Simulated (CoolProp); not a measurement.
Properties of neopentane along the isotherm 276.85 °C (Tc = 160.6 °C, pc = 3.196 MPa, ω = 0.196).

Values from CoolProp's reference Helmholtz-energy equation of state, Lemmon 2006. It is a short technical equation, of lower accuracy than the large ones.

| p (MPa) | phase | cp (kJ/(kg K)) | speed of sound (m/s) | Joule-Thomson coefficient (K/MPa) |
|---|---|---|---|---|
| 0.00505 | gas | 2.786 | 257.1 | 3.771 |
| 0.00853 | gas | 2.786 | 257.0 | 3.772 |
| 0.0144 | gas | 2.786 | 257.0 | 3.774 |
| 0.0243 | gas | 2.786 | 256.9 | 3.776 |
| 0.041 | gas | 2.787 | 256.7 | 3.780 |
| 0.0692 | gas | 2.788 | 256.4 | 3.786 |
| 0.117 | gas | 2.790 | 255.8 | 3.797 |
| 0.197 | gas | 2.793 | 254.9 | 3.816 |
| 0.333 | gas | 2.798 | 253.4 | 3.847 |
| 0.561 | gas | 2.808 | 250.9 | 3.900 |
| 0.947 | gas | 2.825 | 246.5 | 3.991 |
| 1.6 | gas | 2.858 | 239.1 | 4.145 |
